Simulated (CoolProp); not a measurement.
n-perfluoropentane at 394.07 K and 0.845 MPa is throttled through a valve to 0.0968 MPa with no heat exchange. Each further row changes one setting.

Computed with CoolProp (reference Helmholtz-energy equation of state, Gao 2022).

```
case                       temperature change (K)  final density (kg/m³)
-------------------------  ----------------------  ---------------------
as stated                                    -8.7                   8.90
outlet pressure 0.029 MPa                    -9.3                   2.63
outlet pressure 0.126 MPa                    -8.4                   11.7
```
